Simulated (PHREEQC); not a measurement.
Solution (25 °C): 0.094 mol ZnSO4, 0.042 mol KCl and 0.0019 mol FeSO4 per kg of water. Closed to the air; pH follows from the charge balance.

Model: ion-association model, phreeqc.dat, run in PHREEQC.

This is a speciation only: nothing precipitates in the calculation.

Task: Order these Zn species by the share of Zn that they hold, largest first: Zn+2, Zn(SO4)2-2, ZnSO4, ZnCl+.

Result: Zn+2 (53 %), ZnSO4 (35 %), Zn(SO4)2-2 (11 %), ZnCl+ (1.6 %)

The pH is 5.46 and the ionic strength 0.242 mol/kgw.
